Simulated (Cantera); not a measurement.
An isothermal, constant-pressure homogeneous reactor starts with 0.990 % H2, 99.0 % O2, at 1248 K and 20.0 Torr.

Computed with Cantera and the H2/O2 subset of GRI-Mech 3.0, which has no nitrogen chemistry. Radical loss at walls, strong at low pressure, is not modelled.

x: mole fraction; the columns are a selection and need not sum to one.

| t (s) | x H2 | x O2 | x H | x H2O | x H2O2 |
|---|---|---|---|---|---|
| 2.00e-5 | 0.00990 | 0.990 | 5.23e-10 | 1.65e-11 | <1e-12 |
| 7.76e-5 | 0.00990 | 0.990 | 1.00e-9 | 5.53e-10 | <1e-12 |
| 0.000301 | 0.00990 | 0.990 | 3.36e-9 | 1.48e-8 | 4.60e-12 |
| 0.00117 | 0.00990 | 0.990 | 1.57e-7 | 1.61e-6 | 6.77e-11 |
| 0.00454 | (withheld) | 0.981 | 0.000525 | 0.00866 | 6.99e-8 |
| 0.0176 | (withheld) | 0.983 | 0.000267 | 0.00934 | 3.19e-8 |
| 0.0684 | (withheld) | 0.986 | 9.50e-5 | 0.00958 | 2.80e-8 |
| 0.265 | (withheld) | 0.989 | 9.58e-6 | 0.00980 | 1.70e-8 |
| 1.03 | (withheld) | 0.990 | 3.75e-7 | 0.00990 | 5.21e-9 |
| 4.00 | (withheld) | 0.990 | 1.40e-8 | 0.00993 | 9.64e-10 |

Task: What belongs in the gaps?

Result: 
- 0.00454, x H2: 0.000308
- 0.0176, x H2: 3.35e-5
- 0.0684, x H2: 1.70e-5
- 0.265, x H2: 3.71e-6
- 1.03, x H2: 4.25e-7
- 4.00, x H2: 4.70e-8
